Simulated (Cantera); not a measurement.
Charge: 1 mol HMDSO, 0.48 mol CO2, 2.3 mol H2, equilibrated at 1700 K and 1000 Pa.

Equilibrium computed with Cantera from the NASA thermochemical tables; the gas is ideal and each condensed phase is pure. Candidate condensed phases: C, C6H6, C7H8, C8H18, H2O, Si, SiC, SiO2; 123 gas species. The feed counts by its element totals alone. Equilibrium is a limit: real reactors are often held back by kinetics, nucleation or transport.

Base state: H2 0.851, CO 0.147, H 0.00136, SiO 0.000602, C2H2 (acetylene) 6.25e-5 (mole fractions); condensed: C(graphite) + SiC(s).

Problem. What changes in the equilibrium state with this change: temperature from 1700 K to 1800 K?

Solution. 
```tsv
species	before	after
H2	0.851	0.849
CO	0.147	0.147
H	0.00136	0.00330
SiO	0.000602	0.000815
C2H2 (acetylene)	6.25e-5	0.000149
C(graphite), mol	2.53	2.54
SiC(s), mol	1.99	1.99
```
